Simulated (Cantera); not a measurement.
A closed system holds: 1 mol CH₃SiCl₃, 0.4 mol C₂H₂, 160 mol H₂, 0.062 mol C₃H₈, held at 0.640 bar.

Equilibrium computed with Cantera from the NASA thermochemical tables; the gas is ideal and each condensed phase is pure. Candidate condensed phases: C, C₆H₆, C₇H₈, C₈H₁₈, Si, SiC; 109 gas species. The feed counts by its element totals alone. Gases not in the tables: Si₂H₆ and higher silanes. Kinetics and transport are ignored. All values below are at 2173 K.

Base state: H₂ 0.973, HCl 0.0181, H 0.00595, C₂H₂ (acetylene) 0.00215, CH₄ 0.000169, Cl 8.06e-5, SiCl₂ 6.56e-5, Si 4.36e-5 (mole fractions); condensed: C(graphite) + SiC(s).

Q: What changes in the equilibrium state with this change: CH₃SiCl₃ replaced by CH₃SiH₃?

A: 
| species | before | after |
|---|---|---|
| H₂ | 0.973 | 0.992 |
| H | 0.00595 | 0.00601 |
| C₂H₂ (acetylene) | 0.00215 | 0.00219 |
| HCl | 0.0181 | 0 |
| Cl | 8.06e-5 | 0 |
| Si | 4.36e-5 | 4.36e-5 |
| SiCl₂ | 6.56e-5 | 0 |
| CH₄ | 0.000169 | 0.000175 |
| C(graphite), mol | 0.273 | 0.246 |
| SiC(s), mol | 0.972 | 0.985 |
